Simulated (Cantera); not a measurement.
An isothermal, constant-pressure homogeneous reactor starts with 40.0 % CH4, 60.0 % H2O, at 1650 K and 97.5 Torr.

Model: GRI-Mech 3.0 (53 species, 325 reactions), integrated in Cantera.

x: mole fraction; the columns are a selection and need not sum to one.

```json
[
 {"t (s)": "2.00e-6", "x CH4": "0.400", "x H2O": "0.600", "x C2H": "<1e-12", "x CH3": "[?]", "x C2H4": "<1e-12"},
 {"t (s)": "9.70e-6", "x CH4": "0.400", "x H2O": "0.600", "x C2H": "<1e-12", "x CH3": "[?]", "x C2H4": "3.94e-10"},
 {"t (s)": "4.71e-5", "x CH4": "0.400", "x H2O": "0.600", "x C2H": "<1e-12", "x CH3": "[?]", "x C2H4": "6.97e-8"},
 {"t (s)": "0.000228", "x CH4": "0.399", "x H2O": "0.600", "x C2H": "<1e-12", "x CH3": "[?]", "x C2H4": "8.28e-6"},
 {"t (s)": "0.00111", "x CH4": "0.396", "x H2O": "0.599", "x C2H": "2.14e-11", "x CH3": "[?]", "x C2H4": "0.000568"},
 {"t (s)": "0.00537", "x CH4": "0.356", "x H2O": "0.586", "x C2H": "8.36e-9", "x CH3": "[?]", "x C2H4": "0.00996"},
 {"t (s)": "0.0261", "x CH4": "0.225", "x H2O": "0.525", "x C2H": "7.93e-8", "x CH3": "[?]", "x C2H4": "0.00522"},
 {"t (s)": "0.126", "x CH4": "0.0866", "x H2O": "0.448", "x C2H": "1.56e-7", "x CH3": "[?]", "x C2H4": "0.000998"},
 {"t (s)": "0.613", "x CH4": "0.0297", "x H2O": "0.351", "x C2H": "1.60e-7", "x CH3": "[?]", "x C2H4": "0.000499"},
 {"t (s)": "2.97", "x CH4": "0.0170", "x H2O": "0.219", "x C2H": "6.70e-8", "x CH3": "[?]", "x C2H4": "0.000268"},
 {"t (s)": "14.4", "x CH4": "0.00601", "x H2O": "0.126", "x C2H": "1.13e-8", "x CH3": "[?]", "x C2H4": "5.35e-5"},
 {"t (s)": "70.0", "x CH4": "0.000479", "x H2O": "0.102", "x C2H": "7.62e-11", "x CH3": "[?]", "x C2H4": "3.75e-7"}
]
```

**Question.** Fill in the missing entries.

**Answer.** 
- 2.00e-6, x CH3: 3.50e-6
- 9.70e-6, x CH3: 1.94e-5
- 4.71e-5, x CH3: 9.65e-5
- 0.000228, x CH3: 0.000448
- 0.00111, x CH3: 0.00150
- 0.00537, x CH3: 0.00252
- 0.0261, x CH3: 0.00145
- 0.126, x CH3: 0.000606
- 0.613, x CH3: 0.000231
- 2.97, x CH3: 0.000117
- 14.4, x CH3: 3.81e-5
- 70.0, x CH3: 2.98e-6
